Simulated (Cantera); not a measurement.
Input: 1 mol B₂H₆, 8.4 mol O₂, equilibrated at 36.0 Torr.

Cantera equilibrium calculation (NASA polynomials, part measured and part estimated; ideal gas, pure solids and liquids). Candidate condensed phases: B, B₂O₃, B₃O₃H₃, H₂O; 23 gas species. The feed counts by its element totals alone. Gases not in the tables: H₃BO₃. Kinetics and transport are ignored.

Task: Which condensed phases are stable at each of these points (T (°C)): 550, 650, 750, 850, 950, 1050, 1150, 1250, 1350, 1450, 1550, 1650?

Result: 
```tsv
T (°C)	condensed phases	B condensed (%)
550	B₂O₃(l)	95.4
650	B₂O₃(l)	97.5
750	B₂O₃(l)	98.5
850	B₂O₃(l)	98.8
950	B₂O₃(l)	98.1
1050	B₂O₃(l)	95.0
1150	B₂O₃(l)	86.3
1250	B₂O₃(l)	66.4
1350	B₂O₃(l)	26.3
1450	gas only	0.0
1550	gas only	0.0
1650	gas only	0.0
```

From 550 °C to 1350 °C the condensed part is B₂O₃(l). From 1450 °C to 1650 °C nothing is condensed.
